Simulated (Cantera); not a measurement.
What does this Cantera script print?

```python
import numpy as np
import cantera as ct

gas_names = """
    H HNO HNO2 HNO3 HO2 H2 H2O H2O2 H2S H2SO4 N NH NH2 NH3 NH2OH NO NO2 NO3 N2 N2H2 N2H4 N2O O OH O2 O3
    S SH SN SO SO2 SO3 S2 S2O S8
""".split()
cond_names = """
    H2O(s) H2O(L) H2SO4(L) S(cr1) S(cr2) S(L)
""".split()


# ... load() reads the species with a 1 bar reference pressure and builds the phases ...
atoms = {
    'NH3': {'N': 1, 'H': 3},
    'SO2': {'S': 1, 'O': 2},
    'N2': {'N': 2},
}
top_T = {}  # K; cautious upper limits of use, not melting points


# ... equilibrate(T, P, feed) seeds the gas with the atoms and calls Mixture.equilibrate('TP', solver="vcs", rtol=1e-11, max_steps=5000) ...
results = []
feed = {'NH3': 1, 'SO2': 0.042, 'N2': 15}  # mol
P = 13332.2  # Pa
for T in [1498, 1648, 1798, 1948, 2098, 2248, 2398, 2548, 2698, 2848, 2998, 3148, 3298, 3448]:
    mix = equilibrate(T, P, feed)
    results.append((T, P, feed, dict(zip(mix.species_names, mix.species_moles))))

top = {s: max(r[3][s] / sum(r[3][g] for g in gas_names) for r in results) for s in gas_names}
cols = sorted((s for s in top if top[s] > 0.0001), key=lambda s: -top[s])[:7]
seen = [c for c in cond_names if any(r[3].get(c, 0) > 1e-12 for r in results)]
print("log10 of partial pressures in bar; condensed amounts in mol")
print(f"{'T/K':>10s}" + "".join(f"{s[:9]:>10s}" for s in cols + seen))
for T, P, feed, n in results:
    ng = sum(n[g] for g in gas_names)
    print(f"{T:10.4g}" + "".join(f"{np.log10(max(n[s] / ng * P / 1e5, 1e-99)):10.3f}" for s in cols)
          + "".join(f"{n.get(c, 0):10.4g}" for c in seen))
```

It prints:

```
log10 of partial pressures in bar; condensed amounts in mol
       T/K        N2         H        H2       H2O         O         S       H2S
      1498    -0.915    -5.747    -1.964    -3.182   -12.356    -6.614    -3.613
      1648    -0.915    -5.031    -1.962    -3.182   -10.757    -5.798    -3.772
      1798    -0.916    -4.434    -1.961    -3.184    -9.423    -5.174    -3.961
      1948    -0.916    -3.927    -1.961    -3.189    -8.295    -4.685    -4.162
      2098    -0.916    -3.494    -1.964    -3.197    -7.328    -4.305    -4.377
      2248    -0.917    -3.120    -1.973    -3.210    -6.491    -4.027    -4.620
      2398    -0.919    -2.798    -1.990    -3.230    -5.755    -3.842    -4.901
      2548    -0.921    -2.521    -2.023    -3.263    -5.105    -3.732    -5.219
      2698    -0.925    -2.287    -2.076    -3.330    -4.539    -3.670    -5.562
      2848    -0.930    -2.095    -2.159    -3.464    -4.072    -3.629    -5.919
      2998    -0.936    -1.944    -2.280    -3.709    -3.730    -3.594    -6.289
      3148    -0.942    -1.835    -2.444    -4.080    -3.514    -3.566    -6.682
      3298    -0.947    -1.764    -2.649    -4.549    -3.394    -3.547    -7.101
      3448    -0.951    -1.721    -2.881    -5.068    -3.330    -3.536    -7.536
```

These are equilibrium values from Cantera (NASA tables, ideal gas, pure condensed phases), not measurements of a reactor.
